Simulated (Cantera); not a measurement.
Feed: 1 mol FeS2, 0.76 mol H2, 2.9 mol H2O, equilibrated at 452 °C and 52.0 Pa.

Equilibrium computed with Cantera from the NASA thermochemical tables; the gas is ideal and each condensed phase is pure. Candidate condensed phases: Fe, FeO, Fe(OH)2, Fe(OH)3, FeS, FeSO4, FeS2, Fe2O3, Fe2(SO4)3, Fe3O4, H2O, H2SO4, S; 22 gas species. FeS: taken at fixed stoichiometry. Gases not in the tables: S3 to S7. Kinetics and transport are ignored.

Base state: H2O 0.790, H2S 0.186, H2 0.0213, S2 0.00230, SO2 6.43e-5 (mole fractions); condensed: FeS(s) + FeS2(s).

Problem. What changes in the equilibrium state with this change: FeS2 replaced by V2O5?

Solution. 
```tsv
species	before	after
H2O	0.790	1.000
H2S	0.186	0
H2	0.0213	<1e-9
S2	0.00230	0
SO2	6.43e-5	0
FeS(s), mol	0.699	0
FeS2(s), mol	0.301	0
V2O4(s), mol	0	0.760
V2O5(s), mol	0	0.240
```
Condensed phases not in the tables: the oxides between V2O3 and V2O5 other than VO2. Gases not in the tables: V4O10. Further candidate phases: V, VO, V2O3, V2O4, V2O5.

Problem. What changes in the equilibrium state with this change: temperature from 452 °C to 500 °C?

Solution. 
```csv
species,before,after
H2O,0.790,0.758
H2S,0.186,0.190
S2,0.00230,0.0353
H2,0.0213,0.0139
S2O,8.88e-7,3.76e-5
SO2,6.43e-5,0.00209
"FeS(s), mol",0.699,1.00
"FeS2(s), mol",0.301,0
```
